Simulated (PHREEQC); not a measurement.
1.1 g of hydrous ferric oxide (600 m²/g; 0.2 weak and 0.005 strong sites per Fe, Dzombak-Morel constants, diffuse double layer) in 1 kg of water with 0.3 mol/kgw of an inert sodium salt and 0.00019 mol MnCl2, at 25 °C; the pH is set by adding NaOH or the inert anion's acid. No oxygen is let in. CO2 from the air is kept out. Nothing may precipitate in this run.

Equilibrium calculation in PHREEQC: ion-association model, wateq4f.dat.

Q: Predict Mn sorbed (%), surface charge σ (C/m²), surface potential ψ (mV) at pH = 3, 5.67, 7.67, 9.67.

A: 
```
pH    Mn sorbed (%)  surface charge σ (C/m²)  surface potential ψ (mV)
----  -------------  -----------------------  ------------------------
3               0.0                    0.368                       125
5.67            3.7                    0.191                        93
7.67           83.4                    0.031                        24
9.67          100.0                   -0.088                       -57
```

Species that the database lacks are ignored. The oxide is taken as insoluble; below pH 4 it would dissolve.
